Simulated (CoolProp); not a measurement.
Dodecamethylcyclohexasiloxane (D6) along the isobar 1100 kPa: density (kg/m³) from the reference equation and from simpler models built on Tc = 645.8 K, pc = 961.4 kPa, ω = 0.736; each cubic takes its own stable root.

The numbers come from the reference Helmholtz-energy equation of state, Colonna 2008 in CoolProp. It is a short technical equation, of lower accuracy than the large ones.

```tsv
T (K)	phase	reference	van der Waals	Redlich-Kwong	Peng-Robinson
430.4	liquid	824.6	482.6	695.3	852.9
447.6	liquid	804.5	473.8	679.2	837.0
464.8	liquid	783.9	464.7	662.3	819.6
482.1	liquid	762.5	455.0	644.3	800.5
499.3	liquid	740.6	444.9	625.4	779.7
516.6	liquid	717.4	434.1	605.2	756.5
533.8	liquid	693.1	422.6	583.7	730.8
551	liquid	667.1	410.2	560.5	701.9
568.3	liquid	638.7	396.6	535.1	668.9
585.5	liquid	607.1	381.6	507.1	631.0
602.8	liquid	570.4	364.4	475.2	585.6
620	liquid	526.2	344.2	437.6	529.4
```
